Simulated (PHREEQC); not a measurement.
Dissolve 0.12 mol MnSO4, 9.7e-05 mol MgSO4, 0.00012 mol HCl and 0.19 mol Na2SO4 per kg of water at 25 °C. Closed to the air; pH follows from the charge balance.

The numbers come from PHREEQC with the ion-association model, phreeqc.dat.

Each row changes one thing in this solution. This is a speciation only: nothing precipitates in the calculation.

| case | pH | ionic strength (mol/kgw) | Na+ (mol/kgw) | SO4-2 (mol/kgw) | MnSO4 (mol/kgw) | NaSO4- (mol/kgw) | SI of Halite (NaCl) |
|---|---|---|---|---|---|---|---|
| as made | 4.68 | 0.673 | 0.322 | 0.187 | 0.0651 | 0.0582 | -6.35 |
| 0.12 mol/kgw LiBr added | 4.64 | 0.792 | 0.326 | 0.181 | 0.0600 | 0.0543 | -6.35 |
| diluted 2-fold with water | 4.87 | 0.358 | 0.169 | 0.103 | 0.0312 | 0.0208 | -6.89 |
| temperature from 25 to 90 °C | 5.23 | 0.597 | 0.319 | 0.166 | 0.0827 | 0.0608 | -6.43 |
| 0.0031 mol/kgw FeCl2 added | 4.68 | 0.678 | 0.322 | 0.186 | 0.0646 | 0.0579 | -4.63 |
| MnSO4 from 0.12 to 0.18 mol/kgw | 4.70 | 0.776 | 0.318 | 0.210 | 0.0976 | 0.0621 | -6.37 |
| temperature from 25 to 30 °C | 4.71 | 0.664 | 0.321 | 0.184 | 0.0672 | 0.0587 | -6.35 |

The ionic strength passes 0.7 mol/kgw, the rough limit of the ion-association models, in 0.12 mol/kgw LiBr added; MnSO4 from 0.12 to 0.18 mol/kgw. Constants without temperature data keep their 25 °C values here.
